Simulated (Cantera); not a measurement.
Charge: 1 mol SiCl₄, a varied amount of H₂, held at 1773 K and 750 Torr.

These are equilibrium values from Cantera (NASA tables, ideal gas, pure condensed phases), not measurements of a reactor. Candidate condensed phases: Si; 19 gas species. Gases not in the tables: Si₂H₆ and higher silanes. Rates play no part.

Problem. At 420 mol H₂, list the 5 most abundant gas species with their mole fractions, and the condensed phases.

Solution. H₂ 0.990, HCl 0.00894, H 0.000283, SiCl₂ 0.000260, SiH₂ 2.44e-5. Condensed: Si(l).
